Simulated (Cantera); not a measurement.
An isothermal, constant-pressure homogeneous reactor starts with C2H6 : H2 = 1 : 23 (molar parts), at 1400 K and 1.01 bar. Integrator tolerance rtol = 1e-08.

Model: GRI-Mech 3.0 (53 species, 325 reactions), integrated in Cantera. GRI-Mech 3.0 stops at C3 and has no aromatics, soot or wall deposition, so with more carbon than oxygen in the feed, carbon stays in small species such as C2H2 where larger ones or solid carbon would form.

Task: What does this change do: pressure from 1.01 bar to 20.0 Torr?

Result: 
| quantity | before | after |
|---|---|---|
| x(C2H6) at 200 s | 1.52e-5 (gas-phase equilibrium 1.52e-5) | 6.35e-7 (gas-phase equilibrium 3.37e-7) |
| x(H2) at 200 s | 0.919 (gas-phase equilibrium 0.919) | 0.948 (gas-phase equilibrium 0.955) |
| x(CH3) at 200 s | 8.04e-6 (gas-phase equilibrium 8.04e-6) | 1.35e-5 (gas-phase equilibrium 7.38e-6) |
| x(C2H4) at 200 s | 0.000834 (gas-phase equilibrium 0.000834) | 0.000565 (gas-phase equilibrium 0.000676) |
| x(C2H2) at 200 s | 0.00109 (gas-phase equilibrium 0.00109) | 0.0267 (gas-phase equilibrium 0.0323) |
| x(H) at 200 s | 4.66e-6 (gas-phase equilibrium 4.66e-6) | 2.63e-5 (gas-phase equilibrium 2.93e-5) |
| x(CH2) at 200 s | 2.94e-11 (gas-phase equilibrium 2.94e-11) | 2.67e-10 (gas-phase equilibrium 1.63e-10) |
Radical loss at walls, strong at low pressure, is not modelled.

Task: What does this change do: pressure from 1.01 bar to 12.8 Torr?

Result: 
```json
[
 {"quantity": "x(C2H6) at 200 s", "before": "1.52e-5 (gas-phase equilibrium 1.52e-5)", "after": "5.75e-7 (gas-phase equilibrium 1.46e-7)"},
 {"quantity": "x(H2) at 200 s", "before": "0.919 (gas-phase equilibrium 0.919)", "after": "0.947 (gas-phase equilibrium 0.957)"},
 {"quantity": "x(CH3) at 200 s", "before": "8.04e-6 (gas-phase equilibrium 8.04e-6)", "after": "1.73e-5 (gas-phase equilibrium 6.10e-6)"},
 {"quantity": "x(C2H4) at 200 s", "before": "0.000834 (gas-phase equilibrium 0.000834)", "after": "0.000356 (gas-phase equilibrium 0.000460)"},
 {"quantity": "x(C2H2) at 200 s", "before": "0.00109 (gas-phase equilibrium 0.00109)", "after": "0.0260 (gas-phase equilibrium 0.0344)"},
 {"quantity": "x(H) at 200 s", "before": "4.66e-6 (gas-phase equilibrium 4.66e-6)", "after": "3.13e-5 (gas-phase equilibrium 3.67e-5)"},
 {"quantity": "x(CH2) at 200 s", "before": "2.94e-11 (gas-phase equilibrium 2.94e-11)", "after": "4.07e-10 (gas-phase equilibrium 1.69e-10)"}
]
```
Radical loss at walls, strong at low pressure, is not modelled.
